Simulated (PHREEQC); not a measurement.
# Buffer (model solution)

Solution (64 °C): 0.011 mol/kgw HF and 0.0037 mol/kgw NaF. Closed to the air; pH follows from the charge balance.

Equilibrium calculation in PHREEQC: ion-association model, phreeqc.dat.

This is a speciation only: nothing precipitates in the calculation.

Problem. Estimate the pH.

Solution. pH 3.11.

Problem. In which forms is F present?

Solution. HF 68 %, F- 30 %, HF2- 2.6 % of the F.

Constants without temperature data keep their 25 °C values here.
